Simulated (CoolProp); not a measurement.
Values from CoolProp's reference Helmholtz-energy equation of state, de Reuck 1993.

Q: For methanol, give the phase and the density (kg/m³), cv (kJ/(kg K)) at 257 K and 3.49 bar.

A: 
- 257 K and 3.49 bar: liquid; density 825, cv 1.91
